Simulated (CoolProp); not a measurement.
The numbers come from the reference Helmholtz-energy equation of state, Lemmon 2005 in CoolProp. It is a short technical equation, of lower accuracy than the large ones.

For 1-butene, give the phase and the Z, cv (kJ/(kg K)) at -106.75 °C and 2.86 bar.


- -106.75 °C and 2.86 bar: liquid; Z 0.0158, cv 1.29
